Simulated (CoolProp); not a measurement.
Saturated liquid density (kg/m³) of carbon dioxide: the reference equation beside estimates from Tc = 31.0 °C, pc = 7377 kPa, ω = 0.224. Rackett uses Z = 0.29056 − 0.08775 ω.

Values from CoolProp's reference Helmholtz-energy equation of state, Span 1996.

```
T (°C)  reference  Rackett  van der Waals  Redlich-Kwong
------  ---------  -------  -------------  -------------
-43.55       1130     1136          695.8          996.3
-37.75       1108     1113          681.8          971.2
-31.95       1084     1090          667.2          944.9
-26.15       1059     1065          651.9          917.3
-20.35       1033     1040          635.7          888.1
-14.55       1006     1012          618.5          857.1
-8.75       976.4    983.6          600.1          824.1
-2.95       944.7    952.4          580.3          788.5
2.85        909.9    918.4          558.7          749.9
8.65        871.0    880.4          534.7          707.4
14.45       825.9    836.6          507.4          659.4
```

Absolute difference from the reference over all 11 rows, mean and median: Rackett 0.7 and 0.7 %, van der Waals 38.5 and 38.5 %, Redlich-Kwong 15.3 and 14.8 %.
